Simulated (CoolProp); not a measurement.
Saturation properties of octamethyltrisiloxane (MDM) (Tc = 565.4 K, pc = 1.438 MPa, ω = 0.528).

Values from CoolProp's reference Helmholtz-energy equation of state, Thol 2017.

```
T (K)   p (MPa)  enthalpy of vaporisation (kJ/kg)  vapour Z  surface tension (mN/m)
-----  --------  --------------------------------  --------  ----------------------
340.1  0.005088                             187.9    0.9919                    12.9
351.2  0.008358                             183.6    0.9882                    12.0
362.2   0.01315                             179.2    0.9834                    11.1
373.3   0.02006                             174.8    0.9772                    10.2
384.3   0.02957                             170.3    0.9696                    9.35
395.3   0.04238                             165.8    0.9604                    8.52
406.4   0.05944                             161.1    0.9494                    7.71
417.4   0.08126                             156.3    0.9366                    6.94
428.4    0.1089                             151.3    0.9217                    6.19
439.5    0.1436                             146.1    0.9045                    5.46
450.5    0.1859                             140.7    0.8851                    4.77
```

It boils at 425.6 K under 1 atm.

Surface tension comes from a separate correlation (Mulero 2014), older than this fluid's equation and unchecked against measurements.
